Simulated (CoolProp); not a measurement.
Vapour-liquid equilibrium of CH2F2 (R32) (1) + R1234yf (2) at -21.05 °C; x and y are mole fractions of (1).

Values from CoolProp's multi-fluid Helmholtz-energy mixture model, Tillner-Roth 1997 and Lemmon 2022; pair parameters Bell 2023.

```json
[
 {"x": "0.05", "bubble pressure, mixture model (kPa)": "166.2", "bubble pressure, Raoult's law (kPa)": "156.8", "y, mixture model": "0.165", "y, Raoult's law": "0.124"},
 {"x": "0.125", "bubble pressure, mixture model (kPa)": "197.1", "bubble pressure, Raoult's law (kPa)": "175.2", "y, mixture model": "0.342", "y, Raoult's law": "0.278"},
 {"x": "0.2", "bubble pressure, mixture model (kPa)": "225.6", "bubble pressure, Raoult's law (kPa)": "193.6", "y, mixture model": "0.466", "y, Raoult's law": "0.403"},
 {"x": "0.275", "bubble pressure, mixture model (kPa)": "251.4", "bubble pressure, Raoult's law (kPa)": "212.0", "y, mixture model": "0.556", "y, Raoult's law": "0.506"},
 {"x": "0.35", "bubble pressure, mixture model (kPa)": "274.3", "bubble pressure, Raoult's law (kPa)": "230.4", "y, mixture model": "0.625", "y, Raoult's law": "0.592"},
 {"x": "0.425", "bubble pressure, mixture model (kPa)": "294.5", "bubble pressure, Raoult's law (kPa)": "248.8", "y, mixture model": "0.680", "y, Raoult's law": "0.666"},
 {"x": "0.5", "bubble pressure, mixture model (kPa)": "312.2", "bubble pressure, Raoult's law (kPa)": "267.2", "y, mixture model": "0.726", "y, Raoult's law": "0.729"},
 {"x": "0.575", "bubble pressure, mixture model (kPa)": "327.9", "bubble pressure, Raoult's law (kPa)": "285.6", "y, mixture model": "0.766", "y, Raoult's law": "0.785"},
 {"x": "0.65", "bubble pressure, mixture model (kPa)": "341.8", "bubble pressure, Raoult's law (kPa)": "304.0", "y, mixture model": "0.803", "y, Raoult's law": "0.834"},
 {"x": "0.725", "bubble pressure, mixture model (kPa)": "354.3", "bubble pressure, Raoult's law (kPa)": "322.4", "y, mixture model": "0.838", "y, Raoult's law": "0.877"},
 {"x": "0.8", "bubble pressure, mixture model (kPa)": "365.7", "bubble pressure, Raoult's law (kPa)": "340.8", "y, mixture model": "0.876", "y, Raoult's law": "0.915"},
 {"x": "0.875", "bubble pressure, mixture model (kPa)": "376.0", "bubble pressure, Raoult's law (kPa)": "359.2", "y, mixture model": "0.916", "y, Raoult's law": "0.950"},
 {"x": "0.95", "bubble pressure, mixture model (kPa)": "384.9", "bubble pressure, Raoult's law (kPa)": "377.6", "y, mixture model": "0.963", "y, Raoult's law": "0.981"}
]
```

The largest gap from Raoult's law is +19.1 % in bubble pressure, at x = 0.35. No azeotrope shows between x = 0.05 and 0.95.

Pair parameters are fitted to limited data, so mixtures are less certain than the pure fluids.
